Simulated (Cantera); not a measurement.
Cantera run:

```python
import numpy as np
import cantera as ct

gas_names = """
    CL CLO CL2 Fe FeCL FeCL2 FeCL3 FeO Fe(OH)2 Fe2CL4 Fe2CL6 H HCL HNO HNO2 HNO3 HOCL HO2 H2 H2O H2O2 N
    NH NH2 NH3 NH2OH NO NO2 NO3 N2 N2H2 N2H4 N2O O OH O2 O3
""".split()
cond_names = """
    Fe(a) Fe(c) Fe(d) Fe(L) FeCL2(s) FeCL2(L) FeCL3(s) FeCL3(L) FeO(s) FeO(L) Fe(OH)2(s) Fe(OH)3(s)
    Fe2O3(s) Fe3O4(s) H2O(s) H2O(L) NH4CL(a) NH4CL(b)
""".split()


# ... load() reads the species with a 1 bar reference pressure and builds the phases ...
atoms = {
    'Fe3O4': {'Fe': 3, 'O': 4},
    'HCl': {'H': 1, 'CL': 1},
    'N2': {'N': 2},
}
top_T = {'Fe2O3(s)': 1830, 'Fe3O4(s)': 1870}  # K; cautious upper limits of use, not melting points


# ... equilibrate(T, P, feed) seeds the gas with the atoms and calls Mixture.equilibrate('TP', solver="vcs", rtol=1e-11, max_steps=5000) ...
results = []
feed = {'Fe3O4': 1, 'HCl': 0.84, 'N2': 0.073}  # mol
P = 13332.2  # Pa
for T in [1373, 1423, 1473, 1523, 1573, 1623, 1673, 1723, 1773]:
    mix = equilibrate(T, P, feed)
    results.append((T, P, feed, dict(zip(mix.species_names, mix.species_moles))))

top = {s: max(r[3][s] / sum(r[3][g] for g in gas_names) for r in results) for s in gas_names}
cols = sorted((s for s in top if top[s] > 0.0001), key=lambda s: -top[s])[:7]
seen = [c for c in cond_names if any(r[3].get(c, 0) > 1e-12 for r in results)]
print("log10 of partial pressures in bar; condensed amounts in mol")
print(f"{'T/K':>10s}" + "".join(f"{s[:9]:>10s}" for s in cols + seen))
for T, P, feed, n in results:
    ng = sum(n[g] for g in gas_names)
    print(f"{T:10.4g}" + "".join(f"{np.log10(max(n[s] / ng * P / 1e5, 1e-99)):10.3f}" for s in cols)
          + "".join(f"{n.get(c, 0):10.4g}" for c in seen))
```

Output:

```
log10 of partial pressures in bar; condensed amounts in mol
       T/K       HCL       H2O     FeCL2        N2        O2        CL     FeCL3  Fe2O3(s)  Fe3O4(s)
      1373    -1.031    -1.824    -1.927    -1.971    -3.780    -3.360    -2.765   0.05632    0.9316
      1423    -1.045    -1.791    -1.893    -1.973    -3.155    -3.106    -2.792   0.03431    0.9441
      1473    -1.065    -1.756    -1.845    -1.978    -2.777    -2.929    -2.861         0    0.9638
      1523    -1.087    -1.712    -1.779    -1.980    -2.681    -2.838    -2.979         0    0.9589
      1573    -1.112    -1.671    -1.723    -1.982    -2.608    -2.760    -3.102         0    0.9539
      1623    -1.138    -1.632    -1.675    -1.985    -2.550    -2.693    -3.229         0     0.949
      1673    -1.166    -1.597    -1.633    -1.987    -2.504    -2.633    -3.356         0    0.9441
      1723    -1.194    -1.566    -1.597    -1.989    -2.467    -2.581    -3.482         0    0.9394
      1773    -1.223    -1.537    -1.567    -1.990    -2.436    -2.534    -3.607         0     0.935
```

Cantera equilibrium calculation (NASA polynomials, part measured and part estimated; ideal gas, pure solids and liquids). Mutual solubility and eutectic melting of coexisting phases are not modelled.
